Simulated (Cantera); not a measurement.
# Thermodynamics of boron, boron nitride and boron oxide, feed B2H6 + H2O

Feed: 1 mol B2H6, 5.8 mol H2O, held at 133 Pa.

These are equilibrium values from Cantera (NASA tables, ideal gas, pure condensed phases), not measurements of a reactor. Candidate condensed phases: B, B2O3, B3O3H3, H2O; 23 gas species. The feed counts by its element totals alone. Gases not in the tables: H3BO3. The numbers say what is thermodynamically allowed, not how fast it happens.

```csv
T (K),x H2,x H2O,x HBO2,x H,x B2O3,x HBO,n B2O3(l)
800,0.682,0.317,2.02e-6,6.55e-11,<1e-12,<1e-12,0.992
900,0.682,0.318,3.90e-5,2.64e-9,1.20e-11,8.75e-11,0.996
1000,0.682,0.318,0.000405,5.13e-8,2.51e-9,4.38e-9,0.996
1100,0.681,0.316,0.00269,5.84e-7,1.92e-7,1.05e-7,0.987
1200,0.678,0.310,0.0127,4.45e-6,6.90e-6,1.47e-6,0.943
1300,0.666,0.288,0.0453,2.47e-5,0.000140,1.36e-5,0.794
1400,0.638,0.236,0.124,0.000106,0.00180,9.44e-5,0.398
1500,0.612,0.191,0.190,0.000377,0.00696,0.000332,0
1600,0.611,0.193,0.186,0.00116,0.00859,0.000576,0
1700,0.609,0.195,0.182,0.00315,0.0102,0.000929,0
1800,0.604,0.196,0.178,0.00762,0.0118,0.00140,0
1900,0.596,0.198,0.172,0.0168,0.0133,0.00200,0
2000,0.581,0.198,0.165,0.0339,0.0144,0.00269,0
```
x: gas mole fraction; n: condensed amount in mol.

From 800 K to 1400 K the condensed part is B2O3(l). From 1500 K to 2000 K nothing is condensed.
